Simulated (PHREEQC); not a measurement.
**Acid mine or pickling water**

Synthetic water in mg/L, 11 °C, pH 3.04, pe 10.3: Na 251; K 4.06; Ca 441; Mg 249; Cl 68.9; S(6) as SO4 2470; Br 0.584.

Valence states are taken as typed.

Equilibrium calculation in PHREEQC: ion-association model, phreeqc.dat.

No solid was allowed to form.

Q: What ionic strength, charge-balance error does the model give?

A: ionic strength 0.0704 mol/kgw; charge-balance error 2.4 %.

Q: In which forms is Ca present?

A: Ca+2 66 %, CaSO4 34 % of the Ca.

Away from 25 °C the constants follow the database's enthalpies or fits; those with neither stay at their 25 °C values.
